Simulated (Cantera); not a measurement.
Input: 1 mol Ta, 12 mol H2O, at 0.135 Torr.

Cantera equilibrium calculation (NASA polynomials, part measured and part estimated; ideal gas, pure solids and liquids). Candidate condensed phases: H2O, Ta, Ta2O5; 12 gas species. Rates play no part.

Question: At 2250 K, list the 7 most abundant gas species with their mole fractions, and the condensed phases.

Answer: H2O 0.368, H 0.249, H2 0.202, OH 0.0681, O 0.0578, O2 0.0441, TaO2 0.0103. Condensed: Ta2O5(l).
